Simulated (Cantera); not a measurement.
An adiabatic, constant-volume homogeneous reactor starts with C3H8 : O2 : N2 = 1 : 5.21 : 19.6 (molar parts), equivalence ratio 0.96, at 1650 K and 150 Torr.

Computed with Cantera and GRI-Mech 3.0 (53 species, 325 reactions). GRI-Mech 3.0 was tuned for natural gas; its chemistry of propane as a main component is partial and can be far from experiment.

**Question.** Predict: time of steepest temperature rise; temperature at 0.900 s; equilibrium temperature; x(O2) at 0.900 s; x(HO2) at 0.900 s; x(OH) at 0.900 s; x(O) at 0.900 s.

**Answer.** 
```json
{
  "time_of_steepest_temperature_rise": "85.6 µs",
  "temperature at 0.900 s": "2803 K",
  "equilibrium_temperature": "2803 K",
  "x(O2) at 0.900 s": "0.0313 (gas-phase equilibrium 0.0313)",
  "x(HO2) at 0.900 s": "5.35e-6 (gas-phase equilibrium 5.35e-6)",
  "x(OH) at 0.900 s": "0.0262 (gas-phase equilibrium 0.0262)",
  "x(O) at 0.900 s": "0.0159 (gas-phase equilibrium 0.0159)"
}
```
